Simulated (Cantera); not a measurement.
An isothermal, constant-pressure homogeneous reactor starts with CH4 : N2 = 1 : 14 (molar parts), at 1475 K and 0.0267 bar. Integrator tolerance rtol = 1e-08.

Cantera simulation using GRI-Mech 3.0 (53 species, 325 reactions); the numbers are that mechanism's predictions, not measurements. GRI-Mech 3.0 stops at C3 and has no aromatics, soot or wall deposition, so with more carbon than oxygen in the feed, carbon stays in small species such as C2H2 where larger ones or solid carbon would form. Radical loss at walls, strong at low pressure, is not modelled.

What does this change do: temperature 1475 to 1848 K?


```tsv
quantity	before	after
x(CH4) at 100 s	0.00290 (gas-phase equilibrium 8.28e-5)	2.22e-6 (gas-phase equilibrium 2.58e-6)
x(C2H2) at 100 s	0.0299 (gas-phase equilibrium 0.00947)	0.0312 (gas-phase equilibrium 0.00693)
x(CH2) at 100 s	2.48e-9 (gas-phase equilibrium 9.15e-11)	5.97e-9 (gas-phase equilibrium 6.93e-9)
x(C2H) at 100 s	1.11e-8 (gas-phase equilibrium 3.98e-9)	3.56e-6 (gas-phase equilibrium 7.91e-7)
x(H) at 100 s	2.07e-5 (gas-phase equilibrium 2.45e-5)	0.000998 (gas-phase equilibrium 0.000999)
x(HCN) at 100 s	2.16e-7 (gas-phase equilibrium 0.0435)	0.000147 (gas-phase equilibrium 0.0486)
```

What does this change do: pressure from 0.0267 bar to 0.0120 bar?


```csv
quantity,before,after
x(CH4) at 100 s,0.00290 (gas-phase equilibrium 8.28e-5),0.00427 (gas-phase equilibrium 3.73e-5)
x(C2H2) at 100 s,0.0299 (gas-phase equilibrium 0.00947),0.0292 (gas-phase equilibrium 0.00948)
x(CH2) at 100 s,2.48e-9 (gas-phase equilibrium 9.15e-11),6.26e-9 (gas-phase equilibrium 9.16e-11)
x(C2H) at 100 s,1.11e-8 (gas-phase equilibrium 3.98e-9),1.43e-8 (gas-phase equilibrium 5.94e-9)
x(H) at 100 s,2.07e-5 (gas-phase equilibrium 2.45e-5),2.66e-5 (gas-phase equilibrium 3.65e-5)
x(HCN) at 100 s,2.16e-7 (gas-phase equilibrium 0.0435),2.72e-7 (gas-phase equilibrium 0.0435)
```

What does this change do: temperature 1475 to 1150 K?


```
quantity                                            before                                     after
----------------  ----------------------------------------  ----------------------------------------
x(CH4) at 100 s    0.00290 (gas-phase equilibrium 8.28e-5)    0.0667 (gas-phase equilibrium 0.00772)
x(C2H2) at 100 s    0.0299 (gas-phase equilibrium 0.00947)    9.86e-8 (gas-phase equilibrium 0.0109)
x(CH2) at 100 s   2.48e-9 (gas-phase equilibrium 9.15e-11)     <1e-12 (gas-phase equilibrium <1e-12)
x(C2H) at 100 s    1.11e-8 (gas-phase equilibrium 3.98e-9)   <1e-12 (gas-phase equilibrium 1.90e-12)
x(H) at 100 s      2.07e-5 (gas-phase equilibrium 2.45e-5)  1.70e-11 (gas-phase equilibrium 1.32e-7)
x(HCN) at 100 s     2.16e-7 (gas-phase equilibrium 0.0435)     <1e-12 (gas-phase equilibrium 0.0322)
```
